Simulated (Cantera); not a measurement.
A Cantera script and its output.

```python
import numpy as np
import cantera as ct

gas = ct.Solution("gri30.yaml")


def delay(T, t_max=10):
    gas.TPX = T, 30000, {'CH4': 1, 'CO': 0.037, 'O2': 3.67, 'N2': 13.8}
    reactor = ct.IdealGasConstPressureReactor(gas, clone=False)
    net = ct.ReactorNet([reactor])
    net.rtol, net.atol = 1e-8, 1e-16
    while net.time < t_max:
        t_old, T_old = net.time, reactor.T
        net.step()
        if reactor.T > T + 400:  # ignition: a rise of 400 K
            return t_old + (T + 400 - T_old) / (reactor.T - T_old) * (net.time - t_old)
    return np.nan


taus = []
for T in [1123, 1223, 1323, 1423, 1523, 1623, 1723, 1823, 1923]:
    taus.append(delay(T))
    print(f"T0 = {T:6g} K   tau = {taus[-1]:.4e} s")
```

It prints:

```
T0 =   1123 K   tau = 2.9462e-01 s
T0 =   1223 K   tau = 6.1557e-02 s
T0 =   1323 K   tau = 1.5936e-02 s
T0 =   1423 K   tau = 5.2089e-03 s
T0 =   1523 K   tau = 2.1130e-03 s
T0 =   1623 K   tau = 1.0008e-03 s
T0 =   1723 K   tau = 5.2623e-04 s
T0 =   1823 K   tau = 2.9904e-04 s
T0 =   1923 K   tau = 1.8082e-04 s
```

Detailed kinetics in Cantera: GRI-Mech 3.0 (53 species, 325 reactions).
